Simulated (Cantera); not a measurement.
A closed system holds: 1 mol Cu2O, 2.4 mol CO, 0.17 mol H2, at 225 Torr.

Method: chemical equilibrium by Gibbs-energy minimisation in Cantera with the NASA 1993 tables (ideal gas, pure condensed phases). Candidate condensed phases: C, C6H6, C7H8, C8H18, Cu, CuO, Cu(OH)2, Cu2O, H2O; 113 gas species. Kinetics and transport are ignored. All values below are at 1848 K.

Base state: CO 0.589, CO2 0.342, H2O 0.0461, H2 0.0198, Cu 0.00310, H 0.000136, OH 2.33e-5 (mole fractions); condensed: Cu(l).

Task: What changes in the equilibrium state with this change: pressure from 225 Torr to 46.5 Torr?

Result: 
```json
[
 {"species": "CO", "before": "0.589", "after": "0.582"},
 {"species": "CO2", "before": "0.342", "after": "0.338"},
 {"species": "H2O", "before": "0.0461", "after": "0.0454"},
 {"species": "Cu", "before": "0.00310", "after": "0.0150"},
 {"species": "H2", "before": "0.0198", "after": "0.0195"},
 {"species": "Cu2", "before": "7.26e-6", "after": "3.51e-5"},
 {"species": "OH", "before": "2.33e-5", "after": "5.09e-5"},
 {"species": "Cu(l), mol", "before": "1.99", "after": "1.96"}
]
```
